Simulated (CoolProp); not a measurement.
A closed Brayton cycle with nitrogen: compressor inlet 315.15 K and 7.8 MPa, high pressure 18.6 MPa, turbine inlet 820 K, compressor efficiency 0.8, turbine efficiency 0.9, recuperator effectiveness 0.95 (on enthalpy, no pinch check). Each further row changes one setting.

Computed with CoolProp (reference Helmholtz-energy equation of state, Span 2000).

```tsv
case	thermal efficiency (%)	net work (kJ/kg)	compressor to turbine work	compressor exit (K)	turbine exit (K)
as stated	(withheld)	58.1	0.67	427.3	666.3
turbine inlet 770 K	25.8	47.2	(withheld)	427.3	624.2
compressor inlet 325.15 K	27.7	(withheld)	0.70	440.8	666.3
high pressure 15.8 MPa	31.4	52.8	0.64	(withheld)	692.9
recuperator effectiveness 0.5	18.5	58.1	0.67	427.3	666.3
```

Fill in the missing entries.


- as stated, thermal efficiency (%): 29.6
- turbine inlet 770 K, compressor to turbine work: 0.72
- compressor inlet 325.15 K, net work (kJ/kg): 54.0
- high pressure 15.8 MPa, compressor exit (K): 404.0
